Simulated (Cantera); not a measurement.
Charge: 1 mol V2O5, a varied amount of H2, equilibrated at 1.00 bar.

Cantera equilibrium calculation (NASA polynomials, part measured and part estimated; ideal gas, pure solids and liquids). Candidate condensed phases: H2O, V, VO, V2O3, V2O4, V2O5; 12 gas species. Mutual solubility and eutectic melting of coexisting phases are not modelled. VO: taken at fixed stoichiometry. Condensed phases not in the tables: the oxides between V2O3 and V2O5 other than VO2. Gases not in the tables: V4O10. Kinetics and transport are ignored.

Stable condensed phases, one row left out:

```
T in K \ n(H2) in mol
         0.43  1.7  6.9   28  110  440 1800
   1800     A    B    C    C    C    D    D
   1600     A    B    C    C    C    E    D
   1500     A    B    C    C    C    C    D
   1400     A    B    C    C    C    C    D
   1300     A    B    C    C    C    C    C
   1200     A    B    C    C    C    C    C
   1100     A    B    C    C    C    C    C
   1000     A    B    C    C    C    C    C
```

A: V2O4 + V2O5; B: V2O3 + V2O4; C: V2O3; D: VO; E: VO + V2O3.

Task: Give the row for 1700 K.

Result: 0.43: V2O4 + V2O5; 1.7: V2O3 + V2O4; 6.9: V2O3; 28: V2O3; 110: V2O3; 440: VO; 1800: VO.
